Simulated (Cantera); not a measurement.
# Ignition delay

Mixture: CH₃OH : O₂ : N₂ = 1 : 0.75 : 2.82 (molar parts), at 21.7 atm, adiabatic and at constant volume. Ignition delay is the time to a rise of 400 K.

Model: GRI-Mech 3.0 (53 species, 325 reactions), integrated in Cantera. GRI-Mech 3.0 was tuned for natural gas; its chemistry of methanol as a main component is partial and can be far from experiment. The pressure lies above the range GRI-Mech 3.0 was tuned for (to about 10 atm).

```tsv
T0 (K)	delay (ms)
1175	1.12
1275	0.218
1375	0.0543
1475	0.0167
1575	0.00617
1675	0.00264
1775	0.00127
1875	0.000667
1975	0.000381
```

The apparent activation energy between 1775 and 1975 K comes out as 170 kJ/mol.
